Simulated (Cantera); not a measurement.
Feed: 1 mol SiHCl3, 12 mol H2, at 10.0 Torr.

Method: chemical equilibrium by Gibbs-energy minimisation in Cantera with the NASA 1993 tables (ideal gas, pure condensed phases). Candidate condensed phases: Si; 19 gas species. The numbers say what is thermodynamically allowed, not how fast it happens.

Over these rows the condensed part is Si(s). Partial pressures as log10 of bar:

```
T (K)  1000/T (1/K)  log p SiCl4  log p H2  log p HCl  log p SiCl2
-----  ------------  -----------  --------  ---------  -----------
1400         0.7143        -4.91     -1.95      -2.83        -3.23
1450         0.6897            ?     -1.95      -2.82        -3.21
1500         0.6667        -5.60     -1.95      -2.83        -3.19
1550         0.6452        -5.92     -1.95      -2.83        -3.18
1600         0.6250        -6.22     -1.95      -2.83        -3.17
1650         0.6061        -6.51     -1.95      -2.84        -3.17
```

Q: Fit log p(SiCl4) = a + b·(1000/T) to the five rows, give the apparent enthalpy, and predict the row at 1450 K.

A: Means: 1000/T = 0.6515, log p = -5.832. Sxy = 0.103046, Sxx = 0.0069780, so b = 14.77 and a = -5.832 − (14.77)×0.6515 = -15.45.
Apparent enthalpy: −19.145 × (14.77) = -283 kJ/mol. With the condensed phases at unit activity, 2 SiCl2(g) = SiCl4(g) + Si(s) links this pressure to the main gases: over the six rows their terms move log p by +0.12 in all, so the slope isn't that reaction's ΔH° alone. The five rows lie within 0.01 of the line.
Prediction at 1450 K: -15.45 + (14.77)×0.6897 = -5.26. The computed value is -5.26, 0.00 from the line.
